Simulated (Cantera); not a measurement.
**Dilute partial oxidation**

An isothermal, constant-pressure homogeneous reactor starts with 1.82 % CH₄, 0.908 % O₂, 97.3 % N₂, at 1073 K and 240000 Pa.

Cantera simulation using GRI-Mech 3.0 (53 species, 325 reactions); the numbers are that mechanism's predictions, not measurements.

```json
[
 {"t (s)": "0.000700", "x CH₄": "0.0182", "x O₂": "0.00908", "x NO": "<1e-12", "x O": "<1e-12", "x HCN": "<1e-12"},
 {"t (s)": "0.00309", "x CH₄": "0.0182", "x O₂": "0.00908", "x NO": "<1e-12", "x O": "<1e-12", "x HCN": "<1e-12"},
 {"t (s)": "0.0136", "x CH₄": "0.0182", "x O₂": "0.00908", "x NO": "<1e-12", "x O": "<1e-12", "x HCN": "<1e-12"},
 {"t (s)": "0.0600", "x CH₄": "0.0182", "x O₂": "0.00908", "x NO": "<1e-12", "x O": "2.26e-12", "x HCN": "<1e-12"},
 {"t (s)": "0.265", "x CH₄": "0.0182", "x O₂": "0.00908", "x NO": "<1e-12", "x O": "2.65e-12", "x HCN": "<1e-12"},
 {"t (s)": "1.17", "x CH₄": "0.0181", "x O₂": "0.00907", "x NO": "<1e-12", "x O": "4.62e-12", "x HCN": "<1e-12"},
 {"t (s)": "5.14", "x CH₄": "0.0179", "x O₂": "0.00894", "x NO": "<1e-12", "x O": "2.27e-11", "x HCN": "<1e-12"},
 {"t (s)": "22.7", "x CH₄": "0.00982", "x O₂": "0.000595", "x NO": "3.14e-11", "x O": "1.34e-10", "x HCN": "1.64e-12"},
 {"t (s)": "100", "x CH₄": "0.00954", "x O₂": "8.85e-6", "x NO": "2.45e-11", "x O": "<1e-12", "x HCN": "4.23e-12"}
]
```
x: mole fraction; the columns are a selection and need not sum to one.

Equilibrium at this temperature and pressure: CH₄ 0.000192, O₂ <1e-12, NO <1e-12, O <1e-12, HCN 6.54e-6 (gas phase only).
